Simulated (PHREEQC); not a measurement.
# Hard or scaling water: speciation

Solution (80 °C): 0.048 mmol/kgw CaSO4 and 5 mmol/kgw Na2HPO4. Closed to the air; pH follows from the charge balance.

Model: ion-association model, wateq4f.dat, run in PHREEQC.

Precipitation was switched off in this run.

Question: What pH does the model give?

Answer: pH 8.51.

Question: In which forms is P present?

Answer: HPO4-2 96 %, H2PO4- 2.5 %, NaHPO4- 1.1 %, CaPO4- 0.6 % of the P.

Examples of supersaturated solids here: Hydroxyapatite. Others may be too. H3PO4, which wateq4f.dat lacks, is added to it with the constant of phreeqc.dat. At this temperature some constants are extrapolated from 25 °C, and those without enthalpy data are left unchanged.
